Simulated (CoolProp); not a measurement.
Vapour-liquid equilibrium of acetone (1) + benzene (2) at 416.8 K; x and y are mole fractions of (1).

Computed with CoolProp (multi-fluid Helmholtz-energy mixture model, Lemmon 2006 and Thol 2012; pair parameters Bell 2016).

| x | bubble pressure (bar) | y at the bubble point | dew pressure at overall composition x (bar) | liquid density (mol/L) |
|---|---|---|---|---|
| 0.05 | 5.468 | 0.104 | 5.275 | 9.494 |
| 0.15 | 6.123 | 0.268 | 5.640 | 9.601 |
| 0.25 | 6.709 | 0.395 | 6.046 | 9.714 |
| 0.35 | 7.242 | 0.500 | 6.494 | 9.834 |
| 0.45 | 7.735 | 0.591 | 6.984 | 9.962 |
| 0.55 | 8.199 | 0.673 | 7.512 | 10.10 |
| 0.65 | 8.640 | 0.749 | 8.069 | 10.24 |
| 0.75 | 9.063 | 0.823 | 8.643 | 10.40 |
| 0.85 | 9.472 | 0.894 | 9.221 | 10.57 |
| 0.95 | 9.870 | 0.965 | 9.788 | 10.75 |

No azeotrope shows between x = 0.05 and 0.95.

Pair parameters are fitted to limited data, so mixtures are less certain than the pure fluids.
